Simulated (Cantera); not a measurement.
Input: 1 mol Si, 0.67 mol Cl₂, 1.9 mol H₂, held at 750 Torr.

Equilibrium computed with Cantera from the NASA thermochemical tables; the gas is ideal and each condensed phase is pure. Candidate condensed phases: Si; 19 gas species. The numbers say what is thermodynamically allowed, not how fast it happens. All values below are at 227 °C.

Base state: H₂ 0.830, SiCl₄ 0.101, SiHCl₃ 0.0675, SiH₂Cl₂ 0.00155 (mole fractions); condensed: Si(s).

Problem. What changes in the equilibrium state with this change: Cl₂ from 0.67 to 2.1 mol?

Solution. 
```csv
species,before,after
H₂,0.830,0.600
SiCl₄,0.101,0.333
HCl,1.98e-6,0.0667
SiHCl₃,0.0675,4.78e-6
SiH₂Cl₂,0.00155,<1e-9
"Si(s), mol",0.626,0
```
